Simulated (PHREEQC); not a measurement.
Synthetic water in mmol/kgw, 25 °C, pH 6.67, pe -1.8:

```json
[
 {"constituent": "Na", "mmol/kgw": "0.188"},
 {"constituent": "K", "mmol/kgw": "0.00277"},
 {"constituent": "Ca", "mmol/kgw": "0.0577"},
 {"constituent": "Mg", "mmol/kgw": "0.239"},
 {"constituent": "Cl", "mmol/kgw": "0.0339"},
 {"constituent": "S(6)", "mmol/kgw": "0.224"},
 {"constituent": "Alkalinity (meq/kgw)", "mmol/kgw": "0.323"},
 {"constituent": "Br", "mmol/kgw": "0.00298"},
 {"constituent": "Sr", "mmol/kgw": "0.000364"},
 {"constituent": "Mn(2)", "mmol/kgw": "0.00158"},
 {"constituent": "Fe(2)", "mmol/kgw": "0.000828"}
]
```

Valence states are taken as typed.

The numbers come from PHREEQC with the ion-association model, phreeqc.dat.

```json
[
 {"quantity": "ionic strength (mol/kgw)", "before": "0.00128", "after": "0.00128"},
 {"quantity": "CO2 (mol/kgw)", "before": "0.000149", "after": "4.69e-5"},
 {"quantity": "MgSO4 (mol/kgw)", "before": "8.40e-6", "after": "8.39e-6"},
 {"quantity": "CaSO4 (mol/kgw)", "before": "1.55e-6", "after": "1.55e-6"},
 {"quantity": "Fe+2 (mol/kgw)", "before": "7.83e-7", "after": "7.78e-7"},
 {"quantity": "MgHCO3+ (mol/kgw)", "before": "7.40e-7", "after": "7.39e-7"},
 {"quantity": "SI of Rhodochrosite (MnCO3)", "before": "-1.93", "after": "-1.44"},
 {"quantity": "SI of Siderite (FeCO3)", "before": "-2.45", "after": "-1.96"}
]
```

### Question
Which change was made?
(A) temperature from 25 to 65 °C at the same typed pH
(B) pH from 6.67 to 6.97 at the same alkalinity
(C) Fe(2) from 0.000828 to 0.000414 mmol/kgw
(D) pH from 6.67 to 7.17 at the same alkalinity

### Answer
D, pH from 6.67 to 7.17 at the same alkalinity

No solid was allowed to form.
